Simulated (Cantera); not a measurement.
An isothermal, constant-pressure homogeneous reactor starts with NH₃ : N₂ = 1 : 2.7 (molar parts), at 1750 K and 0.0220 bar. Integrator tolerance rtol = 1e-08.

Cantera simulation using the gas-phase N/H chemistry of the illustrative SiF4/NH3 mechanism in the Surface Chemkin manual (1991); the numbers are that mechanism's predictions, not measurements. Walls and surfaces, which speed up NH3 decomposition in real reactors, are not modelled.

Question: What does this change do: temperature 1750 to 1900 K?

Answer: 
| quantity | before | after |
|---|---|---|
| x(NH₃) at 40.0 s | 0.0194 (gas-phase equilibrium 1.05e-7) | 9.37e-6 (gas-phase equilibrium 7.72e-8) |
| x(H) at 40.0 s | 0.000194 (gas-phase equilibrium 0.000891) | 0.00288 (gas-phase equilibrium 0.00303) |
| x(NH) at 40.0 s | 1.13e-6 (gas-phase equilibrium 1.13e-10) | 8.58e-8 (gas-phase equilibrium 7.85e-10) |
| x(N₂) at 40.0 s | 0.684 (gas-phase equilibrium 0.681) | 0.680 (gas-phase equilibrium 0.680) |
| x(N₂H₄) at 40.0 s | 1.14e-10 (gas-phase equilibrium <1e-12) | <1e-12 (gas-phase equilibrium <1e-12) |
| x(H₂) at 40.0 s | 0.296 (gas-phase equilibrium 0.319) | 0.317 (gas-phase equilibrium 0.317) |
| x(N) at 40.0 s | 1.85e-7 (gas-phase equilibrium 8.12e-11) | 1.13e-7 (gas-phase equilibrium 1.09e-9) |

Question: What does this change do: pressure from 0.0220 bar to 0.290 bar?

Answer: 
```tsv
quantity	before	after
x(NH₃) at 40.0 s	0.0194 (gas-phase equilibrium 1.05e-7)	0.000849 (gas-phase equilibrium 1.39e-6)
x(H) at 40.0 s	0.000194 (gas-phase equilibrium 0.000891)	0.000238 (gas-phase equilibrium 0.000246)
x(NH) at 40.0 s	1.13e-6 (gas-phase equilibrium 1.13e-10)	6.57e-8 (gas-phase equilibrium 1.14e-10)
x(N₂) at 40.0 s	0.684 (gas-phase equilibrium 0.681)	0.681 (gas-phase equilibrium 0.681)
x(N₂H₄) at 40.0 s	1.14e-10 (gas-phase equilibrium <1e-12)	3.80e-12 (gas-phase equilibrium <1e-12)
x(H₂) at 40.0 s	0.296 (gas-phase equilibrium 0.319)	0.318 (gas-phase equilibrium 0.319)
x(N) at 40.0 s	1.85e-7 (gas-phase equilibrium 8.12e-11)	1.26e-8 (gas-phase equilibrium 2.24e-11)
```
